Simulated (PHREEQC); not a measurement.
**Phosphoric acid bath**

Consider water at 25 °C and 10 atm with 0.0045 mol/kgw KH2PO4 and 0.00052 mol/kgw H2SO4. It is in equilibrium with CO2 at log p = 0 (atm). Otherwise closed; pH follows from the charge balance.

The numbers come from PHREEQC with the ion-association model, phreeqc.dat.

No solid was allowed to form.

**Question.** Estimate the pH.

**Answer.** pH 3.20.

**Question.** In which forms is S present?

**Answer.** SO4-2 93 %, HSO4- 4.5 %, KSO4- 2.1 % of the S.

Species that the database lacks are ignored.
